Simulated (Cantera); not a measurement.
An isothermal, constant-pressure homogeneous reactor starts with CH4 : H2O = 1 : 0.65 (molar parts), at 1475 K and 0.840 bar. Integrator tolerance rtol = 1e-08.

Detailed kinetics in Cantera: GRI-Mech 3.0 (53 species, 325 reactions). GRI-Mech 3.0 stops at C3 and has no aromatics, soot or wall deposition, so with more carbon than oxygen in the feed, carbon stays in small species such as C2H2 where larger ones or solid carbon would form.

**Question.** What does this change do: temperature 1475 to 1275 K?

**Answer.** 
```json
[
 {"quantity": "x(CH4) at 200 s", "before": "0.0813 (gas-phase equilibrium 0.0717)", "after": "0.336 (gas-phase equilibrium 0.117)"},
 {"quantity": "x(H2O) at 200 s", "before": "0.0205 (gas-phase equilibrium 4.11e-6)", "after": "0.311 (gas-phase equilibrium 4.08e-5)"},
 {"quantity": "x(CO2) at 200 s", "before": "0.00238 (gas-phase equilibrium 5.04e-7)", "after": "0.00572 (gas-phase equilibrium 8.15e-6)"},
 {"quantity": "x(HO2) at 200 s", "before": "<1e-12 (gas-phase equilibrium <1e-12)", "after": "<1e-12 (gas-phase equilibrium <1e-12)"},
 {"quantity": "x(C2H) at 200 s", "before": "6.85e-10 (gas-phase equilibrium 4.80e-10)", "after": "2.47e-11 (gas-phase equilibrium <1e-12)"},
 {"quantity": "x(O) at 200 s", "before": "<1e-12 (gas-phase equilibrium <1e-12)", "after": "<1e-12 (gas-phase equilibrium <1e-12)"}
]
```

**Question.** What does this change do: H2O 0.65 to 3.3 parts?

**Answer.** 
```json
[
 {"quantity": "x(CH4) at 200 s", "before": "0.0813 (gas-phase equilibrium 0.0717)", "after": "0.00540 (gas-phase equilibrium 2.07e-7)"},
 {"quantity": "x(H2O) at 200 s", "before": "0.0205 (gas-phase equilibrium 4.11e-6)", "after": "0.342 (gas-phase equilibrium 0.332)"},
 {"quantity": "x(CO2) at 200 s", "before": "0.00238 (gas-phase equilibrium 5.04e-7)", "after": "0.0335 (gas-phase equilibrium 0.0330)"},
 {"quantity": "x(HO2) at 200 s", "before": "<1e-12 (gas-phase equilibrium <1e-12)", "after": "<1e-12 (gas-phase equilibrium <1e-12)"},
 {"quantity": "x(C2H) at 200 s", "before": "6.85e-10 (gas-phase equilibrium 4.80e-10)", "after": "6.26e-12 (gas-phase equilibrium <1e-12)"},
 {"quantity": "x(O) at 200 s", "before": "<1e-12 (gas-phase equilibrium <1e-12)", "after": "3.14e-12 (gas-phase equilibrium 3.04e-12)"}
]
```
